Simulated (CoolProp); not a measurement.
Properties of carbon dioxide along the isotherm 322.2 K (Tc = 304.1 K, pc = 7377 kPa, ω = 0.224).

Model: reference Helmholtz-energy equation of state, Span 1996, in CoolProp.

```csv
p (kPa),phase,density (kg/m³),cp (kJ/(kg K)),speed of sound (m/s),expansivity (1/kK),conductivity (mW/(m K))
5670,gas,125.6,1.498,241.1,8.199,24.6
11300,supercritical,549.9,5.551,254.1,34.62,65.3
17000,supercritical,747.6,2.649,411.8,9.469,81.2
22700,supercritical,818.4,2.206,504.3,6.173,91.4
28400,supercritical,863.8,2.018,572.4,4.826,99.2
34000,supercritical,897.4,1.911,626.9,4.078,106
39700,supercritical,925.1,1.838,674.5,3.578,111
45400,supercritical,948.6,1.786,716.7,3.219,117
51100,supercritical,968.9,1.747,754.9,2.947,122
56700,supercritical,986.7,1.716,789.4,2.735,126
62400,supercritical,1003,1.691,822.0,2.559,130
68100,supercritical,1018,1.670,852.4,2.411,134
73800,supercritical,1032,1.652,881.0,2.286,138
```

The peak of cp marks the crossing from liquid-like to gas-like fluid above the critical point.

Thermal conductivity comes from a separate model (Huber 2016).
